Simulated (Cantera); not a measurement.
A freely propagating, adiabatic, planar premixed flame of H2 : O2 : N2 = 1 : 0.357 : 1.36 (molar parts), equivalence ratio 1.4, unburnt at 400 K and 0.138 atm; mixture-averaged transport, grid criteria slope 0.08 and curve 0.16, no radiation.

Detailed kinetics in Cantera: the H2/O2 subset of GRI-Mech 3.0, which has no nitrogen chemistry. Burning velocities carry a grid error of a few per cent, more on coarse grids.

Q: Predict: laminar burning velocity; thermal thickness; peak x(H); peak x(O); peak x(H2O2); peak x(OH).

A: 
```json
{
 "laminar_burning_velocity": "357 cm/s",
 "thermal_thickness": "5.25 mm",
 "peak x(H)": "0.108",
 "peak x(O)": "0.00825",
 "peak x(H2O2)": "1.55e-5",
 "peak x(OH)": "0.0109"
}
```
